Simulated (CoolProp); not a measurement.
The fluid at 339.45 K and 2.5 MPa (liquid) is heated at constant pressure to 447.8 K. The same conditions are run with several fluids, on thermodynamics alone (safety and materials aside).

The numbers come from the reference Helmholtz-energy equation of state of each fluid (tetrahydrofuran: Fiedler 2023; R21: Platzer 1990; n-undecane: Aleksandrov 2011) in CoolProp. The equations of Platzer and Polt are older, rougher fits.

**Question.** Rank tetrahydrofuran, R21, n-undecane by heat (kJ/kg), highest first.

**Answer.** n-undecane (278), R21 (263), tetrahydrofuran (230)

```csv
fluid,final phase,final density (kg/m³)
tetrahydrofuran,liquid,695
R21,gas,85.9
n-undecane,liquid,623
```
